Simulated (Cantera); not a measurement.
An isothermal, constant-pressure homogeneous reactor starts with NH3 : H2 = 1 : 0.55 (molar parts), at 1873 K and 0.132 atm. Integrator tolerance rtol = 1e-08.

Detailed kinetics in Cantera: the gas-phase N/H chemistry of the illustrative SiF4/NH3 mechanism in the Surface Chemkin manual (1991). Walls and surfaces, which speed up NH3 decomposition in real reactors, are not modelled.

Question: What does this change do: temperature 1873 to 1400 K?

Answer: 
```csv
quantity,before,after
x(NH3) at 200 s,1.52e-5 (gas-phase equilibrium 1.06e-6),0.545 (gas-phase equilibrium 3.58e-6)
x(H2) at 200 s,0.802 (gas-phase equilibrium 0.802),0.425 (gas-phase equilibrium 0.804)
x(H) at 200 s,0.00159 (gas-phase equilibrium 0.00159),5.41e-6 (gas-phase equilibrium 1.20e-5)
x(N2H4) at 200 s,<1e-12 (gas-phase equilibrium <1e-12),1.42e-8 (gas-phase equilibrium <1e-12)
x(NH2) at 200 s,8.34e-8 (gas-phase equilibrium 5.84e-9),1.40e-5 (gas-phase equilibrium 1.08e-10)
```
